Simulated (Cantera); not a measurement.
## Adiabatic ignition

An adiabatic, constant-volume homogeneous reactor starts with CH₃OH : O₂ : N₂ : CO₂ = 1 : 2.38 : 8.95 : 0.59 (molar parts), equivalence ratio 0.63, at 1475 K and 0.270 bar.

Detailed kinetics in Cantera: GRI-Mech 3.0 (53 species, 325 reactions). GRI-Mech 3.0 was tuned for natural gas; its chemistry of methanol as a main component is partial and can be far from experiment.

```tsv
t (s)	T (K)	P (bar)	x CH₃OH	x O₂	x CO₂	x H₂	x NO	x C₂H	x CH₂O
4.00e-6	1475	0.270	0.0774	0.184	0.0457	1.23e-6	<1e-12	<1e-12	2.63e-6
1.10e-5	1475	0.270	0.0774	0.184	0.0457	4.33e-6	<1e-12	<1e-12	9.44e-6
3.01e-5	1475	0.270	0.0774	0.184	0.0457	1.33e-5	<1e-12	<1e-12	2.97e-5
8.26e-5	1475	0.270	0.0773	0.184	0.0457	4.25e-5	<1e-12	<1e-12	9.83e-5
0.000227	1475	0.270	0.0769	0.184	0.0457	0.000176	<1e-12	<1e-12	0.000423
0.000622	1484	0.273	0.0725	0.181	0.0455	0.00170	1.21e-12	<1e-12	0.00409
0.00171	2476	0.487	<1e-12	0.0733	0.0842	0.00721	0.000334	<1e-12	3.10e-11
0.00469	2570	0.502	<1e-12	0.0703	0.0899	0.00570	0.00328	<1e-12	2.91e-11
0.0129	2563	0.500	<1e-12	0.0677	0.0902	0.00565	0.00876	<1e-12	2.85e-11
0.0353	2559	0.499	<1e-12	0.0659	0.0904	0.00562	0.0126	<1e-12	2.82e-11
0.0968	2558	0.499	<1e-12	0.0657	0.0904	0.00562	0.0129	<1e-12	2.81e-11
0.266	2558	0.499	<1e-12	0.0657	0.0904	0.00562	0.0129	<1e-12	2.81e-11
0.729	2558	0.499	<1e-12	0.0657	0.0904	0.00562	0.0129	<1e-12	2.81e-11
2.00	2558	0.499	<1e-12	0.0657	0.0904	0.00562	0.0129	<1e-12	2.81e-11
```
x: mole fraction; the columns are a selection and need not sum to one.

The time of steepest temperature rise is 1.05 ms and the temperature at 2.00 s comes out as 2558 K. The equilibrium temperature comes out as 2558 K, the x(CH₃OH) at 2.00 s is <1e-12 (gas-phase equilibrium <1e-12) and the x(O₂) at 2.00 s comes out as 0.0657 (gas-phase equilibrium 0.0657). The x(CO₂) at 2.00 s is 0.0904 (gas-phase equilibrium 0.0904).
